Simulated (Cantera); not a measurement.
Charge: 1 mol C₂H₄, 0.26 mol CO₂, equilibrated at 58000 Pa.

These are equilibrium values from Cantera (NASA tables, ideal gas, pure condensed phases), not measurements of a reactor. Candidate condensed phases: C, C₆H₆, C₇H₈, C₈H₁₈, H₂O; 110 gas species. Rates play no part. All values below are at 2725 K.

Base state: H₂ 0.713, CO 0.199, H 0.0692, C₂H₂ (acetylene) 0.0184, C₂H 0.000198, C₄H₂ 0.000197, CH₃ 5.25e-5, CH₄ 3.18e-5 (mole fractions); condensed: C(graphite).

What changes in the equilibrium state with this change: C₂H₄ replaced by C?


| species | before | after |
|---|---|---|
| CO | 0.199 | 1.000 |
| C₃ | 2.11e-5 | 2.11e-5 |
| H₂ | 0.713 | 0 |
| H | 0.0692 | 0 |
| C₂H₂ (acetylene) | 0.0184 | 0 |
| C₂H | 0.000198 | 0 |
| C₄H₂ | 0.000197 | 0 |
| CH₃ | 5.25e-5 | 0 |
| CH₄ | 3.18e-5 | 0 |
| C₂H₂ (vinylidene) | 2.87e-5 | 0 |
| C(graphite), mol | 1.64 | 0.740 |
